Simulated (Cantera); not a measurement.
# PbO + H2 + CO (iron carbonyl, mercury and lead vapours)

A closed system holds: 1 mol PbO, 1.1 mol H2, 6.6 mol CO, at 0.00280 bar.

Cantera equilibrium calculation (NASA polynomials, part measured and part estimated; ideal gas, pure solids and liquids). Candidate condensed phases: C, C6H6, C7H8, C8H18, H2O, Pb, PbO, PbO2, Pb3O4; 113 gas species. Kinetics and transport are ignored.

At 527 °C the condensed part is C(graphite) + Pb(l). From 627 °C to 827 °C the condensed part is Pb(l). From 927 °C to 1327 °C nothing is condensed. The main Pb-bearing gas is Pb throughout.

| T (°C) | x CO | x CO2 | x H2 | x Pb | x H2O | n C(graphite) | n Pb(l) |
|---|---|---|---|---|---|---|---|
| 527 | 0.714 | 0.141 | 0.138 | 2.19e-5 | 0.00648 | 0.117 | 1.000 |
| 627 | 0.736 | 0.120 | 0.133 | 0.000489 | 0.00947 | 0 | 0.996 |
| 727 | 0.737 | 0.115 | 0.128 | 0.00578 | 0.0139 | 0 | 0.955 |
| 827 | 0.714 | 0.106 | 0.119 | 0.0433 | 0.0179 | 0 | 0.652 |
| 927 | 0.664 | 0.0943 | 0.106 | 0.115 | 0.0206 | 0 | 0 |
| 1027 | 0.668 | 0.0906 | 0.102 | 0.115 | 0.0244 | 0 | 0 |
| 1127 | 0.671 | 0.0871 | 0.0986 | 0.115 | 0.0278 | 0 | 0 |
| 1227 | 0.674 | 0.0841 | 0.0956 | 0.115 | 0.0308 | 0 | 0 |
| 1327 | 0.677 | 0.0814 | 0.0928 | 0.115 | 0.0335 | 0 | 0 |
x: gas mole fraction; n: condensed amount in mol.
